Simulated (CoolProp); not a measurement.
A Linde-Hampson liquefier for oxygen: isothermal reversible compression at 200 K from 1 atm to 40 MPa, throttling to 1 atm, return gas leaving the recuperator 10 K below the feed. Each further row changes one setting.

Values from CoolProp's reference Helmholtz-energy equation of state, Schmidt 1985.

```csv
case,liquid yield per pass,compression work (kJ/kg of gas)
as stated,0.358,275
high pressure 80 MPa,0.318,321
warm-end temperature 230 K,0.270,332
warm-end gap 15 K,0.348,275
```
